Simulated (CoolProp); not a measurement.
Values from CoolProp's reference Helmholtz-energy equation of state, Schroeder 2014.

Question: For ethanol, give the phase and the cv (kJ/(kg K)), viscosity (µPa s) at 620 K and 49.6 kPa; 620 K and 454 kPa; 620 K and 1100 kPa.

Answer: 
- 620 K and 49.6 kPa: gas; cv 2.22, viscosity 18.1
- 620 K and 454 kPa: gas; cv 2.24, viscosity 18.1
- 620 K and 1100 kPa: gas; cv 2.26, viscosity 18.2

Viscosity comes from a separate model (Kiselev 2005).
